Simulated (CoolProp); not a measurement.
Saturation properties of n-decane.

The numbers come from the reference Helmholtz-energy equation of state, Lemmon 2006 in CoolProp. It is a short technical equation, of lower accuracy than the large ones.

| T (°C) | p (MPa) | enthalpy of vaporisation (kJ/kg) | liquid cp (kJ/(kg K)) | liquid conductivity (mW/(m K)) |
|---|---|---|---|---|
| 176.05 | 0.1064 | 275.1 | 2.820 | 94.6 |
| 180.75 | 0.1196 | 272.1 | 2.841 | 93.6 |
| 185.45 | 0.1340 | 268.9 | 2.862 | 92.7 |
| 190.15 | 0.1497 | 265.7 | 2.884 | 91.9 |
| 194.85 | 0.1669 | 262.5 | 2.905 | 91.0 |
| 199.65 | 0.1860 | 259.1 | 2.927 | 90.1 |
| 204.35 | 0.2062 | 255.7 | 2.949 | 89.3 |
| 209.05 | 0.2282 | 252.2 | 2.971 | 88.4 |
| 213.75 | 0.2518 | 248.7 | 2.993 | 87.6 |
| 218.45 | 0.2774 | 245.1 | 3.015 | 86.8 |
| 223.15 | 0.3048 | 241.4 | 3.038 | 86.0 |

It boils at 174.1 °C under 1 atm.

Thermal conductivity comes from a separate model (Huber 2005).
